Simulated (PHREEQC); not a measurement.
**Brine: an equilibrium model**

A solution holds 3 mol MgCl2 and 0.138 mol FeCl2 per kg of water, at 20 °C. Closed to the air; pH follows from the charge balance.

The numbers come from PHREEQC with the Pitzer model, pitzer.dat.

```yaml
pH: 4.49
ionic_strength: 9.41 mol/kgw
activity_of_water: 0.700
density: 1.208 g/cm³
osmotic_coefficient: 2.101
```

```tsv
species	molality	activity	log γ
Cl-	6.28	4.38	-0.156
Mg+2	3.00	126	1.623
Fe+2	0.138	2.81	1.308
H+	1.64e-6	3.26e-5	1.300
MgOH+	1.63e-6	2.69e-6	0.217
OH-	6.72e-9	1.47e-10	-1.661
```

No solid was allowed to form. Complexes and solids missing from the database can't appear. In brines, pH and single-ion activities rest on the MacInnes convention.
